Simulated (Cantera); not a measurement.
## Thermodynamics of carbothermic reduction, feed Cu2O + CO + H2

Feed: 1 mol Cu2O, 4.7 mol CO, 0.16 mol H2, at 1 atm.

These are equilibrium values from Cantera (NASA tables, ideal gas, pure condensed phases), not measurements of a reactor. Candidate condensed phases: C, C6H6, C7H8, C8H18, Cu, CuO, Cu(OH)2, Cu2O, H2O; 113 gas species. Rates play no part.

| T (K) | x CO | x Cu | x CO2 | x H2 | x H2O | n C(graphite) | n Cu(s) | n Cu(l) |
|---|---|---|---|---|---|---|---|---|
| 1000 | 0.691 | 1.54e-11 | 0.274 | 0.0273 | 0.00755 | 0.288 | 2.00 | 0 |
| 1200 | 0.770 | 1.21e-8 | 0.197 | 0.0244 | 0.00857 | 0 | 2.00 | 0 |
| 1400 | 0.773 | 1.33e-6 | 0.194 | 0.0213 | 0.0116 | 0 | 0 | 2.00 |
| 1600 | 0.775 | 3.92e-5 | 0.192 | 0.0189 | 0.0140 | 0 | 0 | 2.00 |
| 1800 | 0.777 | 0.000534 | 0.190 | 0.0170 | 0.0159 | 0 | 0 | 2.00 |
| 2000 | 0.775 | 0.00425 | 0.188 | 0.0155 | 0.0172 | 0 | 0 | 1.98 |
| 2200 | 0.761 | 0.0229 | 0.183 | 0.0140 | 0.0178 | 0 | 0 | 1.88 |
| 2400 | 0.707 | 0.0923 | 0.169 | 0.0119 | 0.0168 | 0 | 0 | 1.49 |
| 2600 | 0.555 | 0.282 | 0.131 | 0.00832 | 0.0127 | 0 | 0 | 0 |
x: gas mole fraction; n: condensed amount in mol.

At 1000 K the condensed part is C(graphite) + Cu(s). At 1200 K the condensed part is Cu(s). From 1400 K to 2400 K the condensed part is Cu(l). At 2600 K nothing is condensed.
